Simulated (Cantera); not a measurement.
Feed: 1 mol C2H4, 0.055 mol H2O, at 1502 °C and 10000 Pa.

Cantera equilibrium calculation (NASA polynomials, part measured and part estimated; ideal gas, pure solids and liquids). Equilibrium is a limit: real reactors are often held back by kinetics, nucleation or transport.

```
species             before     after
----------------  --------  --------
H2                   0.973     0.988
CO                  0.0261    0.0108
H                 0.000903  0.000910
CH4                7.92e-5   8.17e-5
C2H2 (acetylene)  0.000139  0.000141
C(graphite), mol      1.94      1.98
```
Gas species are given as mole fractions.

**Question.** Which change was made?
A) temperature from 1502 °C to 2702 °C
B) temperature from 1502 °C to 852 °C
C) H2O from 0.055 to 0.022 mol
D) H2O from 0.055 to 0.48 mol

**Answer.** C, H2O from 0.055 to 0.022 mol
